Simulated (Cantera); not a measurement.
**Adiabatic ignition**

An adiabatic, constant-volume homogeneous reactor starts with 3.15 % CH₄, 3.15 % CO, 19.7 % O₂, 74.0 % N₂, equivalence ratio 0.40, at 1298 K and 7.30 bar.

Computed with Cantera and GRI-Mech 3.0 (53 species, 325 reactions).

| t (s) | T (K) | P (bar) | x CH₄ | x CO | x O₂ | x NO | x CH₂O | x CH₂ |
|---|---|---|---|---|---|---|---|---|
| 2.00e-6 | 1298 | 7.30 | 0.0315 | 0.0315 | 0.197 | <1e-12 | 7.68e-10 | <1e-12 |
| 6.65e-6 | 1298 | 7.30 | 0.0315 | 0.0315 | 0.197 | <1e-12 | 1.03e-8 | <1e-12 |
| 2.21e-5 | 1298 | 7.30 | 0.0315 | 0.0315 | 0.197 | <1e-12 | 1.36e-7 | <1e-12 |
| 7.37e-5 | 1298 | 7.30 | 0.0315 | 0.0315 | 0.197 | <1e-12 | 2.05e-6 | <1e-12 |
| 0.000245 | 1298 | 7.30 | 0.0314 | 0.0315 | 0.197 | <1e-12 | 3.28e-5 | 1.14e-11 |
| 0.000816 | 1305 | 7.34 | 0.0307 | 0.0314 | 0.196 | <1e-12 | 0.000307 | 9.86e-11 |
| 0.00271 | 2406 | 13.3 | <1e-12 | 0.00110 | 0.118 | 0.00206 | 1.08e-12 | <1e-12 |
| 0.00903 | 2390 | 13.3 | <1e-12 | 0.00103 | 0.115 | 0.00807 | <1e-12 | <1e-12 |
| 0.0301 | 2378 | 13.2 | <1e-12 | 0.000971 | 0.113 | 0.0127 | <1e-12 | <1e-12 |
| 0.100 | 2377 | 13.2 | <1e-12 | 0.000966 | 0.113 | 0.0131 | <1e-12 | <1e-12 |
x: mole fraction; the columns are a selection and need not sum to one.

```json
{
 "time_of_steepest_temperature_rise": "1.33 ms",
 "temperature at 0.100 s": "2377 K",
 "equilibrium_temperature": "2377 K",
 "x(CH₄) at 0.100 s": "<1e-12 (gas-phase equilibrium <1e-12)",
 "x(CO) at 0.100 s": "0.000966 (gas-phase equilibrium 0.000966)",
 "x(O₂) at 0.100 s": "0.113 (gas-phase equilibrium 0.113)"
}
```
